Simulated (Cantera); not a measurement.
An isothermal, constant-pressure homogeneous reactor starts with CH4 : N2 = 1 : 49 (molar parts), at 1500 K and 410 Pa. Integrator tolerance rtol = 1e-08.

Computed with Cantera and GRI-Mech 3.0 (53 species, 325 reactions). GRI-Mech 3.0 stops at C3 and has no aromatics, soot or wall deposition, so with more carbon than oxygen in the feed, carbon stays in small species such as C2H2 where larger ones or solid carbon would form. Radical loss at walls, strong at low pressure, is not modelled.

Problem. What does this change do: temperature 1500 to 1648 K?

Solution. 
| quantity | before | after |
|---|---|---|
| x(CH4) at 6.00 s | 0.0166 (gas-phase equilibrium 6.20e-7) | 0.00271 (gas-phase equilibrium 1.32e-7) |
| x(H) at 6.00 s | 3.15e-6 (gas-phase equilibrium 4.75e-5) | 6.14e-5 (gas-phase equilibrium 0.000240) |
| x(HCN) at 6.00 s | 7.68e-9 (gas-phase equilibrium 0.0171) | 2.90e-6 (gas-phase equilibrium 0.0175) |
| x(C2H4) at 6.00 s | 0.000624 (gas-phase equilibrium 4.26e-8) | 3.30e-5 (gas-phase equilibrium 9.17e-9) |
| x(CH3) at 6.00 s | 0.000187 (gas-phase equilibrium 2.02e-8) | 0.000130 (gas-phase equilibrium 2.19e-8) |
| x(C2H) at 6.00 s | 1.35e-9 (gas-phase equilibrium 3.81e-9) | 8.80e-8 (gas-phase equilibrium 3.68e-8) |

Problem. What does this change do: pressure from 410 Pa to 41.0 Pa?

Solution. 
```json
[
 {"quantity": "x(CH4) at 6.00 s", "before": "0.0166 (gas-phase equilibrium 6.20e-7)", "after": "0.0200 (gas-phase equilibrium 6.18e-8)"},
 {"quantity": "x(H) at 6.00 s", "before": "3.15e-6 (gas-phase equilibrium 4.75e-5)", "after": "3.84e-8 (gas-phase equilibrium 0.000150)"},
 {"quantity": "x(HCN) at 6.00 s", "before": "7.68e-9 (gas-phase equilibrium 0.0171)", "after": "<1e-12 (gas-phase equilibrium 0.0171)"},
 {"quantity": "x(C2H4) at 6.00 s", "before": "0.000624 (gas-phase equilibrium 4.26e-8)", "after": "2.81e-6 (gas-phase equilibrium 4.25e-9)"},
 {"quantity": "x(CH3) at 6.00 s", "before": "0.000187 (gas-phase equilibrium 2.02e-8)", "after": "3.36e-5 (gas-phase equilibrium 6.39e-9)"},
 {"quantity": "x(C2H) at 6.00 s", "before": "1.35e-9 (gas-phase equilibrium 3.81e-9)", "after": "<1e-12 (gas-phase equilibrium 1.21e-8)"}
]
```
